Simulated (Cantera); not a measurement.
A perfectly stirred reactor is fed with C2H4 : H2 = 1 : 34 (molar parts), at 0.132 atm; it is held at 1650 K, and followed from long to short residence time.

Model: GRI-Mech 3.0 (53 species, 325 reactions), integrated in Cantera. GRI-Mech 3.0 was tuned for natural gas; its chemistry of ethylene as a main component is partial and can be far from experiment. GRI-Mech 3.0 stops at C3 and has no aromatics, soot or wall deposition, so with more carbon than oxygen in the feed, carbon stays in small species such as C2H2 where larger ones or solid carbon would form.

Q: What does this change do: H2 34 to 72 parts?

A: 
| quantity | before | after |
|---|---|---|
| x(C2H4) at τ = 2.70 s | 0.000276 | 0.000136 |
| x(H2) at τ = 2.70 s | 0.971 | 0.986 |
| x(H) at τ = 2.70 s | 0.000244 | 0.000245 |
| x(C2H2) at τ = 2.70 s | 0.0268 | 0.0130 |
| x(C2H6) at τ = 2.70 s | 5.82e-8 | 2.72e-8 |
| x(C2H4) at τ = 19.0 ms | 0.00850 | 0.00450 |
| x(H2) at τ = 19.0 ms | 0.972 | 0.986 |
| x(H) at τ = 19.0 ms | 5.60e-5 | 4.49e-5 |
| x(C2H2) at τ = 19.0 ms | 0.0195 | 0.00905 |
| x(C2H6) at τ = 19.0 ms | 6.57e-7 | 2.96e-7 |
